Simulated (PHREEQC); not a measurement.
0.059 g of hydrous ferric oxide (600 m²/g; 0.2 weak and 0.005 strong sites per Fe, Dzombak-Morel constants, diffuse double layer) in 1 kg of water with 0.3 mol/kgw of an inert sodium salt and 0.00036 mol SrCl2, at 25 °C; the pH is set by adding NaOH or the inert anion's acid. Oxygen alone is held at its pressure in air (log pO2 = -0.68). No CO2 enters from the air. No solid was allowed to form.

Model: ion-association model, wateq4f.dat, run in PHREEQC.

```json
[
 {"pH": "3", "Sr sorbed (%)": "0.0", "surface charge σ (C/m²)": "0.368", "surface potential ψ (mV)": "125"},
 {"pH": "3.38", "Sr sorbed (%)": "0.0", "surface charge σ (C/m²)": "0.365", "surface potential ψ (mV)": "125"},
 {"pH": "3.75", "Sr sorbed (%)": "0.0", "surface charge σ (C/m²)": "0.357", "surface potential ψ (mV)": "124"},
 {"pH": "4.12", "Sr sorbed (%)": "0.0", "surface charge σ (C/m²)": "0.343", "surface potential ψ (mV)": "122"},
 {"pH": "4.5", "Sr sorbed (%)": "0.0", "surface charge σ (C/m²)": "0.318", "surface potential ψ (mV)": "118"},
 {"pH": "4.88", "Sr sorbed (%)": "0.0", "surface charge σ (C/m²)": "0.282", "surface potential ψ (mV)": "?"},
 {"pH": "5.25", "Sr sorbed (%)": "0.0", "surface charge σ (C/m²)": "0.240", "surface potential ψ (mV)": "104"},
 {"pH": "5.62", "Sr sorbed (%)": "0.0", "surface charge σ (C/m²)": "0.197", "surface potential ψ (mV)": "94"},
 {"pH": "6", "Sr sorbed (%)": "0.0", "surface charge σ (C/m²)": "0.154", "surface potential ψ (mV)": "83"},
 {"pH": "6.38", "Sr sorbed (%)": "0.0", "surface charge σ (C/m²)": "0.117", "surface potential ψ (mV)": "?"},
 {"pH": "6.75", "Sr sorbed (%)": "?", "surface charge σ (C/m²)": "?", "surface potential ψ (mV)": "56"},
 {"pH": "7.12", "Sr sorbed (%)": "0.2", "surface charge σ (C/m²)": "0.059", "surface potential ψ (mV)": "42"},
 {"pH": "7.5", "Sr sorbed (%)": "0.5", "surface charge σ (C/m²)": "0.036", "surface potential ψ (mV)": "28"},
 {"pH": "7.88", "Sr sorbed (%)": "0.7", "surface charge σ (C/m²)": "?", "surface potential ψ (mV)": "13"},
 {"pH": "8.25", "Sr sorbed (%)": "1.0", "surface charge σ (C/m²)": "-0.003", "surface potential ψ (mV)": "-2"},
 {"pH": "8.62", "Sr sorbed (%)": "1.5", "surface charge σ (C/m²)": "-0.021", "surface potential ψ (mV)": "-17"},
 {"pH": "9", "Sr sorbed (%)": "2.9", "surface charge σ (C/m²)": "-0.038", "surface potential ψ (mV)": "-29"}
]
```

Question: Some entries are withheld; supply them.

Answer: 
- 4.88, surface potential ψ (mV): 112
- 6.38, surface potential ψ (mV): 70
- 6.75, Sr sorbed (%): 0.1
- 6.75, surface charge σ (C/m²): 0.085
- 7.88, surface charge σ (C/m²): 0.016

The oxide is taken as insoluble; below pH 4 it would dissolve.
